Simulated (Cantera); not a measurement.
A closed system holds: 1 mol SiO2, 0.0069 mol C, 5.5 mol H2, equilibrated at 1475 K and 1.70 Pa.

Equilibrium computed with Cantera from the NASA thermochemical tables; the gas is ideal and each condensed phase is pure. Candidate condensed phases: C, C6H6, C7H8, C8H18, H2O, Si, SiC, SiO2; 123 gas species. The tables hold silica as quartz up to 1696 K and as liquid above; real silica turns to tridymite and cristobalite and melts near 1996 K. Equilibrium is a limit: real reactors are often held back by kinetics, nucleation or transport.

Base state: H2 0.982, SiO 0.00754, H2O 0.00629, H 0.00312, CO 0.00124 (mole fractions); condensed: SiO2(β-quartz).

Problem. What changes in the equilibrium state with this change: temperature from 1475 K to 3000 K?

Solution. 
```json
[
 {"species": "H", "before": "0.00312", "after": "0.842"},
 {"species": "O", "before": "1.46e-9", "after": "0.0798"},
 {"species": "SiO", "before": "0.00754", "after": "0.0729"},
 {"species": "H2", "before": "0.982", "after": "0.000484"},
 {"species": "Si", "before": "<1e-9", "after": "0.00379"},
 {"species": "H2O", "before": "0.00629", "after": "1.29e-7"},
 {"species": "OH", "before": "5.24e-7", "after": "7.48e-5"},
 {"species": "CO", "before": "0.00124", "after": "0.000529"},
 {"species": "SiO2(β-quartz), mol", "before": "0.958", "after": "0"}
]
```
